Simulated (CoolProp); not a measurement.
Properties of acetone along the isotherm -13.85 °C (Tc = 235.0 °C, pc = 4692 kPa, ω = 0.307).

Values from CoolProp's reference Helmholtz-energy equation of state, Lemmon 2006. It is a short technical equation, of lower accuracy than the large ones.

| p (kPa) | phase | Z | cv (kJ/(kg K)) |
|---|---|---|---|
| 7.42 | liquid | 0.0002417 | 1.494 |
| 13.2 | liquid | 0.0004300 | 1.494 |
| 23.5 | liquid | ? | 1.494 |
| 41.7 | liquid | ? | 1.494 |
| 74.2 | liquid | 0.002417 | 1.494 |
| 132 | liquid | ? | 1.494 |
| 235 | liquid | ? | 1.494 |
| 417 | liquid | ? | 1.494 |
| 742 | liquid | ? | 1.494 |
| 1320 | liquid | ? | 1.494 |
| 2350 | liquid | 0.07639 | 1.494 |

### Question
Fill in the missing entries.

### Answer

- 23.5, Z: 0.0007655
- 41.7, Z: 0.001358
- 132, Z: 0.004299
- 235, Z: 0.007653
- 417, Z: 0.01358
- 742, Z: 0.02415
- 1320, Z: 0.04295
